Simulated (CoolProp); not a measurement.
Model: reference Helmholtz-energy equation of state, Lemmon 2006, in CoolProp. It is a short technical equation, of lower accuracy than the large ones.

### Question
For CH3F (R41), give the phase and the Z, cp (kJ/(kg K)), speed of sound (m/s) at 275.1 K and 10200 kPa; 311.7 K and 10200 kPa; 385.1 K and 10200 kPa.

### Answer
- 275.1 K and 10200 kPa: liquid; Z 0.213, cp 2.33, speed of sound 713
- 311.7 K and 10200 kPa: liquid; Z 0.229, cp 2.97, speed of sound 483
- 385.1 K and 10200 kPa: supercritical; Z 0.633, cp 2.64, speed of sound 287
